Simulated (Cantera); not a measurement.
A freely propagating, adiabatic, planar premixed flame of H₂ : O₂ : N₂ = 1 : 0.333 : 1.4 (molar parts), unburnt at 448 K and 2.90 bar; mixture-averaged transport, grid criteria slope 0.08 and curve 0.16, no radiation.

Detailed kinetics in Cantera: the H2/O2 subset of GRI-Mech 3.0, which has no nitrogen chemistry. The hydrogen kinetics of GRI-Mech 3.0 are dated; newer H2 mechanisms differ, most at raised pressure. Burning velocities carry a grid error of a few per cent, more on coarse grids.

Problem. What does this change do: inlet temperature 448 to 400 K?

Solution. 
| quantity | before | after |
|---|---|---|
| laminar burning velocity | 515 cm/s | 427 cm/s |
| thermal thickness | 0.0997 mm | 0.0946 mm |
| peak x(H₂O₂) | 8.08e-5 | 0.000102 |
| peak x(OH) | 0.00787 | 0.00730 |
| peak x(O) | 0.00428 | 0.00396 |
